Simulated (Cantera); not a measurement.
Input (Python, Cantera):

```python
import numpy as np
import cantera as ct

gas = ct.Solution("gri30.yaml")


def delay(T, t_max=10):
    gas.TPX = T, 97000, {'CH4': 1, 'O2': 4.76, 'N2': 15.7, 'H2O': 0.5}
    reactor = ct.IdealGasConstPressureReactor(gas, clone=False)
    net = ct.ReactorNet([reactor])
    net.rtol, net.atol = 1e-8, 1e-16
    while net.time < t_max:
        t_old, T_old = net.time, reactor.T
        net.step()
        if reactor.T > T + 400:  # ignition: a rise of 400 K
            return t_old + (T + 400 - T_old) / (reactor.T - T_old) * (net.time - t_old)
    return np.nan


taus = []
for T in [1250, 1300, 1350, 1400, 1450, 1500, 1550]:
    taus.append(delay(T))
    print(f"T0 = {T:6g} K   tau = {taus[-1]:.4e} s")
```

Output:

```
T0 =   1250 K   tau = 1.4054e-02 s
T0 =   1300 K   tau = 7.3527e-03 s
T0 =   1350 K   tau = 4.0153e-03 s
T0 =   1400 K   tau = 2.2925e-03 s
T0 =   1450 K   tau = 1.3697e-03 s
T0 =   1500 K   tau = 8.5557e-04 s
T0 =   1550 K   tau = 5.5697e-04 s
```

Model: GRI-Mech 3.0 (53 species, 325 reactions), integrated in Cantera.
